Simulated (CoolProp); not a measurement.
Properties of dry air at several states (Tc = -140.6 °C, pc = 37.86 bar, ω = 0.034).

The numbers come from the reference Helmholtz-energy equation of state, Lemmon 2000 in CoolProp. It is a pseudo-pure fit of the blend.

```tsv
T (°C)	p (bar)	phase	expansivity (1/kK)	viscosity (µPa s)
657.65	1.13	gas	1.074	[?]
713.15	52.7	supercritical	1.003	[?]
194.45	0.395	gas	2.139	25.8
-59.15	3.51	gas	4.790	14.2
251.95	57.2	supercritical	1.923	[?]
```

### Question
Fill in the missing entries.

### Answer

- 657.65, viscosity (µPa s): 41.3
- 713.15, viscosity (µPa s): 43.2
- 251.95, viscosity (µPa s): 28.6

Viscosity comes from a separate model (Lemmon 2004).
